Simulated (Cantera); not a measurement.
A perfectly stirred reactor is fed with CH4 : O2 : N2 : H2O = 1 : 1.43 : 5.37 : 0.44 (molar parts), equivalence ratio 1.4, at 2330 Torr; it is adiabatic with a 425 K inlet, and is followed from long to short residence time, starting on the burning branch (τ in s: 0.081, 0.034, 0.015, 0.0062, 0.0026, 0.0011, 0.00047, 0.0002, 8.5e-05, 3.6e-05, 1.5e-05, 6.5e-06).

Cantera simulation using GRI-Mech 3.0 (53 species, 325 reactions); the numbers are that mechanism's predictions, not measurements.

Q: Predict: blow-out, bracketed by the residence times tried; x(CH4) at τ = 81.0 ms; x(O2) at τ = 81.0 ms; x(H2O) at τ = 81.0 ms; x(H2) at τ = 81.0 ms; x(CH2) at τ = 81.0 ms; x(CH4) at τ = 0.470 ms; x(O2) at τ = 0.470 ms; x(H2O) at τ = 0.470 ms; x(H2) at τ = 0.470 ms; x(CH2) at τ = 0.470 ms.

A: 
```
Quantity                                                                         Value
------------------------------------------------  ------------------------------------
blow-out, bracketed by the residence times tried  burning at 0.470 ms, out at 0.200 ms
x(CH4) at τ = 81.0 ms                                                         0.000924
x(O2) at τ = 81.0 ms                                                          0.000165
x(H2O) at τ = 81.0 ms                                                            0.214
x(H2) at τ = 81.0 ms                                                            0.0612
x(CH2) at τ = 81.0 ms                                                          4.01e-7
x(CH4) at τ = 0.470 ms                                                          0.0103
x(O2) at τ = 0.470 ms                                                           0.0179
x(H2O) at τ = 0.470 ms                                                           0.211
x(H2) at τ = 0.470 ms                                                           0.0414
x(CH2) at τ = 0.470 ms                                                         8.51e-6
```
